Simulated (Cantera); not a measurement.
Equilibrium for metals in furnace atmospheres: Ti + CO + H2

Charge: 1 mol Ti, a varied amount of CO, 7.5 mol H2, held at 1125 K and 100000 Pa.

Method: chemical equilibrium by Gibbs-energy minimisation in Cantera with the NASA 1993 tables (ideal gas, pure condensed phases). Candidate condensed phases: C, C6H6, C7H8, C8H18, H2O, Ti, TiC, TiO, TiO2, Ti2O3, Ti3O5, Ti4O7; 113 gas species. Mutual solubility and eutectic melting of coexisting phases are not modelled. TiC, TiO: taken at fixed stoichiometry. Condensed phases not in the tables: Magnéli phases beyond Ti4O7, solid solutions among these carbides, nitrides and lower oxides, N, O or C dissolved in the metal. Gases not in the tables: TiO(OH)2. Kinetics and transport are ignored.

```tsv
n(CO) (mol)	x H2	x CO	x CH4	x H2O	x CO2	x C2H4	x C2H6	n Ti(α)	n TiC(s)	n TiO(s)	n Ti2O3(s)	n C(graphite)	n Ti3O5(s)	n TiO2(rutile)	n Ti4O7(s)
0.16	1.00	<1e-12	3.17e-10	2.67e-12	<1e-12	<1e-12	<1e-12	0.680	0.160	0.160	0	0	0	0	0
0.24	1.00	<1e-12	3.17e-10	2.67e-12	<1e-12	<1e-12	<1e-12	0.520	0.240	0.240	0	0	0	0	0
0.36	1.00	<1e-12	3.17e-10	2.67e-12	<1e-12	<1e-12	<1e-12	0.280	0.360	0.360	0	0	0	0	0
0.55	1.000	3.12e-10	8.31e-6	6.98e-8	<1e-12	<1e-12	<1e-12	0	0.550	0.250	0.0999	0	0	0	0
0.83	0.972	0.000248	0.0273	1.55e-5	3.58e-9	9.25e-7	3.60e-7	0	0.503	0	0	0.126	0.166	0	0
1.3	0.972	0.000248	0.0273	1.55e-5	3.58e-9	9.25e-7	3.60e-7	0	0.221	0	0	0.878	0.260	0	0
1.9	0.966	0.00678	0.0269	0.000421	2.68e-6	9.12e-7	3.53e-7	0	0	0	0	1.65	0	0.388	0.153
2.9	0.869	0.103	0.0218	0.00576	0.000622	7.38e-7	2.57e-7	0	0	0	0	1.87	0	1.00	0
4.3	0.745	0.225	0.0160	0.0108	0.00296	5.43e-7	1.62e-7	0	0	0	0	1.98	0	1.00	0
6.5	0.610	0.358	0.0107	0.0140	0.00750	3.64e-7	8.88e-8	0	0	0	0	2.13	0	1.00	0
9.9	0.476	0.488	0.00654	0.0150	0.0139	2.22e-7	4.23e-8	0	0	0	0	2.33	0	1.00	0
```
x: gas mole fraction; n: condensed amount in mol.

From 0.16 mol CO to 0.36 mol CO the condensed part is Ti(α) + TiC(s) + TiO(s). At 0.55 mol CO the condensed part is TiC(s) + TiO(s) + Ti2O3(s). From 0.83 mol CO to 1.3 mol CO the condensed part is C(graphite) + TiC(s) + Ti3O5(s). At 1.9 mol CO the condensed part is C(graphite) + TiO2(rutile) + Ti4O7(s). From 2.9 mol CO to 9.9 mol CO the condensed part is C(graphite) + TiO2(rutile).
